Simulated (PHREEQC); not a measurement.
Make-up at 59 °C: 7.8 mmol/kgw CaCl2, 1.5 mmol/kgw Na2HPO4 and 0.043 mmol/kgw H4SiO4. Closed to the air; pH follows from the charge balance.

The numbers come from PHREEQC with the ion-association model, phreeqc.dat.

Precipitation was switched off in this run.

Problem. Predict the pH.

Solution. pH 7.50.

Problem. In which forms is Si present?

Solution. H4SiO4 99 %, H3SiO4- 1.4 % of the Si.

Examples of supersaturated solids here: Hydroxyapatite. Others may be too. Away from 25 °C the constants follow the database's enthalpies or fits; those with neither stay at their 25 °C values.
